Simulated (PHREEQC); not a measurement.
0.04 g of hydrous ferric oxide (600 m²/g; 0.2 weak and 0.005 strong sites per Fe, Dzombak-Morel constants, diffuse double layer) in 1 kg of water with 0.001 mol/kgw of an inert sodium salt, at 25 °C; the pH is set by adding NaOH or the inert anion's acid. Oxygen alone is held at its pressure in air (log pO2 = -0.68). The system is closed to CO2. No solid was allowed to form.

The numbers come from PHREEQC with the ion-association model, wateq4f.dat.

Problem. Predict surface charge σ (C/m²), surface potential ψ (mV) at pH = 4.5, 7.5, 8.5, 9, 9.5.

Solution. 
```json
[
 {"pH": "4.5", "surface charge σ (C/m²)": "0.078", "surface potential ψ (mV)": "191"},
 {"pH": "7.5", "surface charge σ (C/m²)": "0.003", "surface potential ψ (mV)": "35"},
 {"pH": "8.5", "surface charge σ (C/m²)": "-0.002", "surface potential ψ (mV)": "-23"},
 {"pH": "9", "surface charge σ (C/m²)": "-0.004", "surface potential ψ (mV)": "-51"},
 {"pH": "9.5", "surface charge σ (C/m²)": "-0.008", "surface potential ψ (mV)": "-80"}
]
```
